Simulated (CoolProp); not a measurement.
Normal hydrogen along the isotherm 19 K: Z from the reference equation and from simpler models built on Tc = 33.1 K, pc = 1296 kPa, ω = -0.219; each cubic takes its own stable root.

The numbers come from the reference Helmholtz-energy equation of state, Leachman 2009 in CoolProp.

```
p (kPa)   phase  reference
-------  ------  ---------
2.05        gas     0.9980
3.01        gas     0.9970
4.42        gas     0.9956
6.48        gas     0.9935
9.51        gas     0.9904
14          gas     0.9859
20.5        gas     0.9791
30.1        gas     0.9690
44.2        gas     0.9537
95.1     liquid    0.01677
140      liquid    0.02466
205      liquid    0.03607
301      liquid    0.05288
442      liquid    0.07748
648      liquid     0.1132
```

Problem. How far does each simpler model (van der Waals, Redlich-Kwong, Soave-Redlich-Kwong) lie from the reference over these 15 states: mean and median of the absolute difference, and the worst?

Solution. 
- van der Waals: mean 8.8 %, median 0.6 %, worst +21.6 % at 19 K and 95.1 kPa
- Redlich-Kwong: mean 27.0 %, median 17.4 %, worst -99.7 % at 19 K and 20.5 kPa
- Soave-Redlich-Kwong: mean 4.5 %, median 0.2 %, worst -11.2 % at 19 K and 442 kPa

At some of these states Redlich-Kwong gives the other phase, because its saturation line lies elsewhere.
